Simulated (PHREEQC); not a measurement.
Model water analysis in mmol/kgw, 25 °C, pH 2.85, pe 12.4:

| constituent | mmol/kgw |
|---|---|
| Na | 2.32 |
| K | 2.57 |
| Ca | 1.92 |
| Mg | 0.0895 |
| Cl | 3.08 |
| S(6) | 4.24 |
| Mn(2) | 0.021 |

Valence states are taken as typed.

Equilibrium calculation in PHREEQC: ion-association model, wateq4f.dat.

Problem. The ionic strength comes out as 0.0150 mol/kgw. What activity coefficients do Na+, SO4-2, Mg+2, Mn+2, Cl- get?

Solution. Na+ 0.89, SO4-2 0.62, Mg+2 0.63, Mn+2 0.63, Cl- 0.88.

Precipitation was switched off in this run.
